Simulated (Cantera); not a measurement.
Input (Python, Cantera):

```python
import numpy as np
import cantera as ct

gas = ct.Solution("gri30.yaml")
gas.TPX = 575, 240000, {'CH4': 1, 'C2H6': 0.87, 'O2': 7.01, 'N2': 26.3, 'H2O': 1.1}
flame = ct.FreeFlame(gas, width=0.022)
flame.set_refine_criteria(ratio=3, slope=0.08, curve=0.16)
flame.transport_model = "mixture-averaged"
flame.solve(loglevel=0, auto=True)
z, T = flame.grid, flame.T
thick = (T[-1] - T[0]) / np.gradient(T, z).max()
show = ['CH4', 'C2H6', 'O2', 'CH2O', 'CH3', 'H2']
print(f"laminar burning velocity  {flame.velocity[0] * 100:.3f} cm/s")
print(f"burnt temperature         {T[-1]:.1f} K")
print(f"thermal thickness         {thick * 1e3:.4f} mm")
print(f"grid points               {len(z)}")
z0 = z[flame.heat_release_rate.argmax()]
print(f"{'z/mm':>9s}{'T/K':>9s}{'u/(m/s)':>9s}" + "".join(f"{s:>11s}" for s in show))
rows = []
for k in (-3, -2, -1.5, -1, -0.5, -0.25, 0, 0.25, 0.5, 1, 2, 4, 8):
    zz = z0 + k * thick
    rows.append([k * thick, np.interp(zz, z, T), np.interp(zz, z, flame.velocity),
                 *(np.interp(zz, z, flame.X[gas.species_index(s)]) for s in show)])
    print(f"{rows[-1][0] * 1e3:9.3f}{rows[-1][1]:9.1f}{rows[-1][2]:9.3f}" + "".join(f"{x:11.3e}" for x in rows[-1][3:]))
```

It prints:

```
laminar burning velocity  61.093 cm/s
burnt temperature         2056.4 K
thermal thickness         0.2104 mm
grid points               142
     z/mm      T/K  u/(m/s)        CH4       C2H6         O2       CH2O        CH3         H2
   -0.631    575.6    0.612  2.753e-02  2.396e-02  1.931e-01  3.826e-07  3.550e-11  5.919e-04
   -0.421    579.5    0.617  2.740e-02  2.392e-02  1.926e-01  4.150e-06  3.539e-10  1.366e-03
   -0.316    591.8    0.631  2.705e-02  2.380e-02  1.914e-01  2.019e-05  2.262e-09  2.188e-03
   -0.210    657.5    0.704  2.547e-02  2.295e-02  1.856e-01  1.433e-04  7.833e-08  3.635e-03
   -0.105    964.5    1.045  1.868e-02  1.624e-02  1.573e-01  9.779e-04  3.818e-05  5.806e-03
   -0.053   1291.9    1.412  1.137e-02  6.913e-03  1.250e-01  1.386e-03  5.329e-04  6.903e-03
    0.000   1626.1    1.788  3.196e-03  4.147e-04  8.849e-02  5.430e-04  6.971e-04  6.555e-03
    0.053   1780.0    1.952  2.356e-04  8.579e-07  6.878e-02  5.206e-05  6.098e-05  4.345e-03
    0.105   1847.0    2.015  1.017e-05  8.260e-10  6.198e-02  2.440e-06  2.831e-06  3.254e-03
    0.210   1925.4    2.089  2.053e-08  4.429e-15  5.719e-02  5.616e-09  6.963e-09  2.441e-03
    0.421   1994.2    2.155  8.532e-13  2.517e-21  5.448e-02  4.972e-12  3.905e-13  1.411e-03
    0.841   2035.1    2.194  4.503e-16  1.772e-28  5.338e-02  8.385e-13  1.592e-15  6.063e-04
    1.683   2052.4    2.210  7.843e-17 -2.793e-28  5.306e-02  1.625e-13  1.950e-16  2.661e-04
```

Cantera simulation using GRI-Mech 3.0 (53 species, 325 reactions); the numbers are that mechanism's predictions, not measurements. Burning velocities carry a grid error of a few per cent, more on coarse grids.
